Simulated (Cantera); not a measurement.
**HgO + H2 (iron carbonyl, mercury and lead vapours)**

Charge: 1 mol HgO, 0.085 mol H2, equilibrated at 598.15 K and 10000 Pa.

Cantera equilibrium calculation (NASA polynomials, part measured and part estimated; ideal gas, pure solids and liquids). Candidate condensed phases: H2O, Hg, HgO; 10 gas species. The numbers say what is thermodynamically allowed, not how fast it happens.

The x(Hg) comes out as 0.513, the x(H2O) comes out as 0.461 and the x(O2) is 0.0261. The n(HgO(s)) comes out as 0.905 mol and the gas amount is 0.1844 mol. The log10 activity of Hg(l) (absent) is -1.03.
